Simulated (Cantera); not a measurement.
# Thermodynamics of abatement and gas-phase synthesis, feed HF + H2O + N2

A closed system holds: 1 mol HF, 0.32 mol H2O, 49 mol N2, equilibrated at 13.0 Pa.

These are equilibrium values from Cantera (NASA tables, ideal gas, pure condensed phases), not measurements of a reactor. Candidate condensed phases: H2O; 40 gas species. Kinetics and transport are ignored.

From 2298 K to 2948 K nothing is condensed.

```
T (K)  log p N2  log p H  log p F  log p HF
-----  --------  -------  -------  --------
2298      -3.90    -5.77    -6.82     -5.62
2348      -3.90    -5.74    -6.58     -5.64
2398      -3.90    -5.70    -6.38     -5.67
2448      -3.91    -5.65    -6.21     -5.72
2498      -3.91    -5.61    -6.06     -5.78
2548      -3.91    -5.56    -5.94     -5.86
2598      -3.91    -5.52    -5.85     -5.96
2648      -3.91    -5.48    -5.78     -6.07
2698      -3.91    -5.46    -5.72     -6.21
2748      -3.91    -5.44    -5.68     -6.36
2798      -3.91    -5.42    -5.66     -6.52
2848      -3.91    -5.41    -5.64     -6.68
2898      -3.91    -5.40    -5.63     -6.85
2948      -3.91    -5.40    -5.62     -7.02
```
log p: log10 of the partial pressure in bar; nothing condenses.
